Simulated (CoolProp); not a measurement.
A simple Rankine cycle with water: condensing at 294.15 K, boiler at 1.93 MPa, turbine inlet 498.7 K, turbine efficiency 0.85, pump efficiency 0.8, no recuperator. Each further row changes one setting.

Values from CoolProp's reference Helmholtz-energy equation of state, Wagner 2002.

```
case                             thermal efficiency (%)  net work (kJ/kg)  heat in (kJ/kg)  turbine exit temperature (K)  volume ratio over the turbine
-------------------------------  ----------------------  ----------------  ---------------  ----------------------------  -----------------------------
as stated                                          29.3               805             2750                         294.1                            400
turbine inlet 518.7 K                              29.4               824             2800                         294.1                            384
condensing temperature 286.15 K                    30.4               847             2780                         286.1                            638
boiler pressure 1.35 MPa                           28.0               778             2780                         294.1                            278
turbine efficiency 0.75                            25.8               710             2750                         294.1                            419
```

The expansion ends wet for: as stated; turbine inlet 518.7 K; condensing temperature 286.15 K; boiler pressure 1.35 MPa; turbine efficiency 0.75.
